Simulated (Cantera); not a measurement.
Feed: 1 mol SO₂, 0.037 mol H₂O, 0.21 mol H₂, equilibrated at 2750 K and 1.00 bar.

Method: chemical equilibrium by Gibbs-energy minimisation in Cantera with the NASA 1993 tables (ideal gas, pure condensed phases). Candidate condensed phases: H₂O, H₂SO₄, S; 19 gas species. Rates play no part.

Base state: SO₂ 0.635, H₂O 0.151, SO 0.132, H₂ 0.0271, OH 0.0168, H 0.0113, O₂ 0.00994, S 0.00629 (mole fractions); condensed: gas only.

Problem. What changes in the equilibrium state with this change: SO₂ replaced by N₂O?

Solution. 
```csv
species,before,after
N₂,0,0.580
O₂,0.00994,0.206
H₂O,0.151,0.123
SO₂,0.635,0
SO,0.132,0
NO,0,0.0291
H₂,0.0271,0.00486
O,0.00443,0.0202
H,0.0113,0.00477
OH,0.0168,0.0325
S,0.00629,0
S₂,0.00304,0
SH,0.00217,0
```
